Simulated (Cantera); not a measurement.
A closed system holds: 1 mol CaCO3, 2.3 mol H2O, 2.1 mol H2, held at 6.60 bar.

Method: chemical equilibrium by Gibbs-energy minimisation in Cantera with the NASA 1993 tables (ideal gas, pure condensed phases). Candidate condensed phases: C, C6H6, C7H8, C8H18, Ca, CaCO3, CaO, Ca(OH)2, H2O; 115 gas species. The numbers say what is thermodynamically allowed, not how fast it happens.

Question: At 1375 K, list the 4 most abundant gas species with their mole fractions, and the condensed phases.

Answer: H2O 0.525, H2 0.290, CO 0.0988, CO2 0.0864. Condensed: CaO(s).
